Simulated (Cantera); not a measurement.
Input: 1 mol MgO, 0.65 mol CH₄, 1.3 mol H₂, at 1302 °C and 473 Torr.

Method: chemical equilibrium by Gibbs-energy minimisation in Cantera with the NASA 1993 tables (ideal gas, pure condensed phases). Candidate condensed phases: C, C₆H₆, C₇H₈, C₈H₁₈, H₂O, Mg, MgCO₃, MgO, Mg(OH)₂; 116 gas species. The tables' values for MgH are old estimates; treat these amounts as uncertain. Equilibrium is a limit: real reactors are often held back by kinetics, nucleation or transport.

Base state: H₂ 0.991, CO 0.00397, Mg 0.00394, CH₄ 0.00112, H 5.21e-5, MgH 3.47e-5, C₂H₂ (acetylene) 2.09e-5 (mole fractions); condensed: C(graphite) + MgO(s).

Task: What changes in the equilibrium state with this change: MgO replaced by Cu₂O?

Result: 
| species | before | after |
|---|---|---|
| H₂ | 0.991 | 0.701 |
| CO | 0.00397 | 0.191 |
| H₂O | 2.54e-6 | 0.0985 |
| Cu | 0 | 4.34e-5 |
| Mg | 0.00394 | 0 |
| CO₂ | 3.51e-9 | 0.00923 |
| MgH | 3.47e-5 | 0 |
| C₂H₂ (acetylene) | 2.09e-5 | <1e-9 |
| C(graphite), mol | 0.637 | 0 |
| MgO(s), mol | 0.990 | 0 |
| Cu(l), mol | 0 | 2.00 |
Further candidate phases: Cu, CuO, Cu(OH)₂, Cu₂O.

Task: What changes in the equilibrium state with this change: temperature from 1302 °C to 1500 °C?

Result: 
```csv
species,before,after
H₂,0.991,0.889
CO,0.00397,0.0549
Mg,0.00394,0.0543
MgH,3.47e-5,0.000540
H,5.21e-5,0.000338
"C(graphite), mol",0.637,0.488
"MgO(s), mol",0.990,0.840
```

Task: What changes in the equilibrium state with this change: MgO replaced by Fe₃O₄?

Result: 
| species | before | after |
|---|---|---|
| H₂ | 0.991 | 0.552 |
| H₂O | 2.54e-6 | 0.248 |
| CO | 0.00397 | 0.173 |
| CO₂ | 3.51e-9 | 0.0268 |
| Mg | 0.00394 | 0 |
| MgH | 3.47e-5 | 0 |
| C₂H₂ (acetylene) | 2.09e-5 | <1e-9 |
| C(graphite), mol | 0.637 | 0 |
| MgO(s), mol | 0.990 | 0 |
| Fe(γ), mol | 0 | 0.542 |
| FeO(s), mol | 0 | 2.46 |
Mutual solubility and eutectic melting of coexisting phases are not modelled. The tables' stoichiometric FeO is somewhat more stable than real wüstite, so its field is too wide. FeO: taken at fixed stoichiometry. Further candidate phases: Fe, Fe(CO)₅, FeO, Fe(OH)₂, Fe(OH)₃, Fe₂O₃, Fe₃O₄.
